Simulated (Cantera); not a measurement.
Adiabatic ignition

An adiabatic, constant-volume homogeneous reactor starts with CH₄ : H₂ : O₂ : N₂ : CO₂ = 1 : 1.2 : 4.64 : 29.2 : 2.8 (molar parts), at 1575 K and 1900000 Pa.

Detailed kinetics in Cantera: GRI-Mech 3.0 (53 species, 325 reactions). The pressure lies above the range GRI-Mech 3.0 was tuned for (to about 10 atm).

```csv
t (s),T (K),P (bar),x CH₄,x H₂,x O₂,x N₂O,x CO₂,x NO
1.00e-6,1575,19.0,0.0257,0.0309,0.119,4.84e-11,0.0721,<1e-12
2.36e-6,1575,19.0,0.0257,0.0309,0.119,4.46e-10,0.0721,1.19e-12
5.58e-6,1596,19.2,0.0237,0.0294,0.117,1.54e-8,0.0721,7.49e-10
1.32e-5,2348,28.1,<1e-12,0.000865,0.0573,4.32e-6,0.0870,1.83e-5
3.12e-5,2445,29.1,<1e-12,0.000309,0.0534,2.92e-6,0.0968,7.08e-5
7.37e-5,2446,29.1,<1e-12,0.000300,0.0533,2.86e-6,0.0970,0.000174
0.000174,2446,29.1,<1e-12,0.000300,0.0532,2.86e-6,0.0970,0.000414
0.000411,2444,29.1,<1e-12,0.000298,0.0529,2.85e-6,0.0970,0.000960
0.000972,2441,29.1,<1e-12,0.000296,0.0523,2.83e-6,0.0970,0.00213
0.00230,2436,29.0,<1e-12,0.000292,0.0512,2.80e-6,0.0971,0.00433
0.00543,2429,28.9,<1e-12,0.000286,0.0498,2.77e-6,0.0971,0.00726
0.0128,2424,28.9,<1e-12,0.000282,0.0488,2.77e-6,0.0972,0.00917
0.0303,2423,28.8,<1e-12,0.000281,0.0487,2.77e-6,0.0972,0.00947
0.0716,2423,28.8,<1e-12,0.000281,0.0486,2.77e-6,0.0972,0.00948
0.169,2423,28.8,<1e-12,0.000281,0.0486,2.77e-6,0.0972,0.00948
0.400,2423,28.8,<1e-12,0.000281,0.0486,2.77e-6,0.0972,0.00948
```
x: mole fraction; the columns are a selection and need not sum to one.

The time of steepest temperature rise is 10.3 µs and the temperature at 0.400 s comes out as 2423 K. The equilibrium temperature is 2423 K. The x(CH₄) at 0.400 s is <1e-12 (gas-phase equilibrium <1e-12). The x(H₂) at 0.400 s is 0.000281 (gas-phase equilibrium 0.000281) and the x(O₂) at 0.400 s is 0.0486 (gas-phase equilibrium 0.0486).
